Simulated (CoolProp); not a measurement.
Saturation properties of R115 (Tc = 353.1 K, pc = 3.129 MPa, ω = 0.248).

The numbers come from the reference Helmholtz-energy equation of state, Lemmon 2016 in CoolProp.

```tsv
T (K)	p (MPa)	liquid density (kg/m³)	vapour density (kg/m³)	enthalpy of vaporisation (kJ/kg)	liquid cp (kJ/(kg K))
248.5	0.1860	1494	14.89	119.6	0.9622
254.1	0.2301	1474	18.23	117.2	0.9742
259.7	0.2816	1452	22.12	114.8	0.9871
265.3	0.3415	1430	26.63	112.2	1.001
270.9	0.4104	1408	31.85	109.5	1.016
276.5	0.4893	1385	37.87	106.7	1.032
282.1	0.5789	1361	44.78	103.7	1.049
287.7	0.6802	1336	52.71	100.6	1.068
293.3	0.7941	1310	61.83	97.22	1.090
298.9	0.9215	1282	72.30	93.67	1.114
304.5	1.063	1254	84.38	89.87	1.142
310.1	1.221	1223	98.37	85.78	1.175
```

It boils at 233.9 K under 1 atm.
